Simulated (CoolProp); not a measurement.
Saturation properties of ethylene (Tc = 282.4 K, pc = 50.42 bar, ω = 0.087).

The numbers come from the reference Helmholtz-energy equation of state, Smukala 2000 in CoolProp.

| T (K) | p (bar) | enthalpy of vaporisation (kJ/kg) | liquid cp (kJ/(kg K)) | vapour Z | surface tension (mN/m) |
|---|---|---|---|---|---|
| 153.4 | 0.3539 | 504.6 | 2.404 | 0.9845 | 19.1 |
| 159.6 | 0.5475 | 496.2 | 2.406 | 0.9787 | 18.0 |
| 165.8 | 0.8165 | 487.5 | 2.412 | 0.9715 | 16.9 |
| 172 | 1.179 | 478.6 | 2.422 | 0.9630 | 15.9 |
| 178.2 | 1.656 | 469.2 | 2.436 | 0.9530 | 14.9 |
| 184.4 | 2.267 | 459.4 | 2.455 | 0.9414 | 13.8 |
| 190.5 | 3.022 | 449.3 | 2.479 | 0.9283 | 12.8 |
| 196.7 | 3.969 | 438.5 | 2.510 | 0.9134 | 11.8 |
| 202.9 | 5.121 | 427.0 | 2.547 | 0.8966 | 10.8 |
| 209.1 | 6.502 | 414.7 | 2.593 | 0.8781 | 9.84 |
| 215.3 | 8.139 | 401.6 | 2.649 | 0.8576 | 8.87 |
| 221.5 | 10.06 | 387.5 | 2.718 | 0.8350 | 7.92 |
| 227.6 | 12.25 | 372.5 | 2.802 | 0.8107 | 7.00 |

It boils at 169.4 K under 1 atm.

Surface tension comes from a separate correlation (Mulero 2012).
